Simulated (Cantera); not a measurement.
Input: 1 mol n-butane, 0.2 mol CO₂, 1.4 mol N₂, 0.22 mol O₂, held at 0.100 bar.

These are equilibrium values from Cantera (NASA tables, ideal gas, pure condensed phases), not measurements of a reactor. Candidate condensed phases: C, C₆H₆, C₇H₈, C₈H₁₈, H₂O; 136 gas species. Equilibrium is a limit: real reactors are often held back by kinetics, nucleation or transport.

x: gas mole fraction; n: condensed amount in mol.

```
T (K)   x H₂   x N₂   x CO  x CH₄     x H₂O     x HCN       x H  n C(graphite)
-----  -----  -----  -----  -----  --------  --------  --------  -------------
1000   0.684  0.195  0.113    [?]   0.00304   1.90e-6   5.94e-9           3.35
1100   0.688  0.194  0.115    [?]  0.000710   8.12e-6   6.78e-8           3.35
1200   0.690  0.194  0.116    [?]  0.000207   2.72e-5   5.18e-7           3.36
1300   0.690  0.193  0.116    [?]   7.30e-5   7.56e-5   2.91e-6           3.36
1400   0.690  0.193  0.116    [?]   2.98e-5  0.000181   1.28e-5           3.36
1500   0.690  0.193  0.116    [?]   1.38e-5  0.000386   4.62e-5           3.36
1600   0.690  0.193  0.116    [?]   7.00e-6  0.000747  0.000143           3.35
1700   0.689  0.193  0.116    [?]   3.86e-6   0.00134  0.000387           3.35
1800   0.688  0.192  0.116    [?]   2.28e-6   0.00223  0.000939           3.34
```

Q: Some entries are withheld; supply them.

A: 
- 1000, x CH₄: 0.00447
- 1100, x CH₄: 0.00170
- 1200, x CH₄: 0.000751
- 1300, x CH₄: 0.000374
- 1400, x CH₄: 0.000206
- 1500, x CH₄: 0.000122
- 1600, x CH₄: 7.77e-5
- 1700, x CH₄: 5.21e-5
- 1800, x CH₄: 3.65e-5
